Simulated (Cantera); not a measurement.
Charge: 1 mol B, 0.21 mol HCl, 1.3 mol O₂, held at 1002 °C and 0.240 bar.

Method: chemical equilibrium by Gibbs-energy minimisation in Cantera with the NASA 1993 tables (ideal gas, pure condensed phases). Gases not in the tables: H₃BO₃. The numbers say what is thermodynamically allowed, not how fast it happens.

| species | before | after |
|---|---|---|
| O₂ | 0.717 | 0.669 |
| HCl | 0.207 | 0.180 |
| Cl | 0.00378 | 0.0599 |
| HBO₂ | 0.000884 | 0.0490 |
| Cl₂ | 0.0352 | 0.0112 |
| H₂O | 0.0366 | 0.0172 |
| B₂O₃ | 3.83e-7 | 0.00975 |
| BO₂ | 2.80e-7 | 0.00160 |
| BOCl | 9.18e-7 | 0.00125 |
| O | 1.93e-7 | 0.000157 |
| OH | 9.18e-6 | 0.000463 |
| (HBO₂)₃ | 3.07e-5 | 2.82e-6 |
| B₂O₃(l), mol | 0.500 | 0.472 |
Gas species are given as mole fractions.

Q: What was changed between the two runs?
(A) HCl from 0.21 to 0.075 mol
(B) temperature from 1002 °C to 1500 °C
(C) temperature from 1002 °C to 677 °C
(D) pressure from 0.240 bar to 10.0 mbar

A: B, temperature from 1002 °C to 1500 °C. The tables' values for BOCl are old estimates; treat these amounts as uncertain
